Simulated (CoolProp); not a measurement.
Oxygen at 293.15 K and 1.99 MPa is throttled through a valve to 0.254 MPa with no heat exchange. Each further row changes one setting.

The numbers come from the reference Helmholtz-energy equation of state, Schmidt 1985 in CoolProp.

| case | temperature change (K) | final density (kg/m³) |
|---|---|---|
| as stated | … | … |
| outlet pressure 0.0762 MPa | … | 1.02 |
| outlet pressure 0.33 MPa | … | … |

### Question
What belongs in the gaps?

### Answer

- as stated, temperature change (K): -4.8
- as stated, final density (kg/m³): 3.40
- outlet pressure 0.0762 MPa, temperature change (K): -5.3
- outlet pressure 0.33 MPa, temperature change (K): -4.6
- outlet pressure 0.33 MPa, final density (kg/m³): 4.41
